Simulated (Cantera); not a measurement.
Thermodynamics of fluorocarbon and chlorocarbon gases, feed CCl₄ + F₂ + H₂

Input: 1 mol CCl₄, 0.059 mol F₂, 0.087 mol H₂, at 402 °C and 10000 Pa.

Method: chemical equilibrium by Gibbs-energy minimisation in Cantera with the NASA 1993 tables (ideal gas, pure condensed phases). Candidate condensed phases: C, C₆H₆, C₇H₈, C₈H₁₈; 118 gas species. Condensed phases not in the tables: fluorocarbon polymer. Gases not in the tables: C₂F₆ and larger saturated fluorocarbons, chlorinated aromatics. The numbers say what is thermodynamically allowed, not how fast it happens.

* **x(Cl₂)**: 0.802
* **x(HCl)**: 0.0895
* **x(CCl₄)**: 0.0855
* **x(CF₄)**: 0.00888
* **x(CCl₃F)**: 0.00573
* **x(CCl₂F₂)**: 0.00394
* **x(CClF₃)**: 0.00383
* **x(HF)**: 0.000294
* **x(C₂Cl₆)**: 1.03e-6
* **n(C(graphite))**: 0.791 mol
* **gas amount**: 1.937 mol
